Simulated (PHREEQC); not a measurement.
A solution holds 0.0063 mol CdCl2 per kg of water, at 40 °C. Closed to the air; pH follows from the charge balance.

Computed with PHREEQC (ion-association model, phreeqc.dat).

No solid was allowed to form.

### Question
Estimate the pH.

### Answer
pH 5.89.

### Question
In which forms is Cd present?

### Answer
Cd+2 61 %, CdCl+ 38 %, CdCl2 1.3 % of the Cd.

Away from 25 °C the constants follow the database's enthalpies or fits; those with neither stay at their 25 °C values.
